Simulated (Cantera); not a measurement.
**Stirred combustor or abatement burner**

A perfectly stirred reactor is fed with H₂ : O₂ : N₂ : CO₂ = 1 : 0.649 : 2.44 : 0.4 (molar parts), at 500000 Pa; it is adiabatic with a 398 K inlet, and is followed from long to short residence time, starting on the burning branch (τ in s: 0.021, 0.011, 0.0057, 0.003, 0.0016, 0.00083, 0.00044, 0.00023, 0.00012, 6.3e-05, 3.3e-05, 1.7e-05, 9.1e-06).

Computed with Cantera and GRI-Mech 3.0 (53 species, 325 reactions). The hydrogen kinetics of GRI-Mech 3.0 are dated; newer H2 mechanisms differ, most at raised pressure.

| τ (s) | T (K) | x H₂ | x O₂ | x H₂O₂ | x NO | x NO₂ |
|---|---|---|---|---|---|---|
| 0.021 | 1986 | 0.000336 | 0.0373 | 2.65e-7 | 5.33e-5 | 1.11e-7 |
| 0.011 | 1983 | 0.000462 | 0.0374 | 3.14e-7 | 3.88e-5 | 8.92e-8 |
| 0.0057 | 1978 | 0.000664 | 0.0375 | 3.88e-7 | 3.06e-5 | 7.66e-8 |
| 0.0030 | 1971 | 0.000966 | 0.0377 | 4.89e-7 | 2.56e-5 | 6.74e-8 |
| 0.0016 | 1962 | 0.00141 | 0.0381 | 6.21e-7 | 2.20e-5 | 5.83e-8 |
| 0.00083 | 1947 | 0.00208 | 0.0386 | 8.00e-7 | 1.89e-5 | 4.80e-8 |
| 0.00044 | 1928 | 0.00302 | 0.0394 | 1.02e-6 | 1.63e-5 | 3.86e-8 |
| 0.00023 | 1902 | 0.00438 | 0.0405 | 1.31e-6 | 1.45e-5 | 3.10e-8 |
| 0.00012 | 1868 | 0.00629 | 0.0419 | 1.70e-6 | 1.35e-5 | 2.60e-8 |
| 6.3e-5 | 1825 | 0.00895 | 0.0437 | 2.21e-6 | 1.33e-5 | 2.28e-8 |
| 3.3e-5 | 1772 | 0.0127 | 0.0459 | 2.96e-6 | 1.33e-5 | 2.04e-8 |
| 1.7e-5 | 1705 | 0.0186 | 0.0488 | 4.19e-6 | 1.29e-5 | 1.75e-8 |
| 9.1e-6 | 1625 | 0.0277 | 0.0528 | 6.24e-6 | 1.11e-5 | 1.35e-8 |
x: mole fraction; the columns are a selection and need not sum to one.
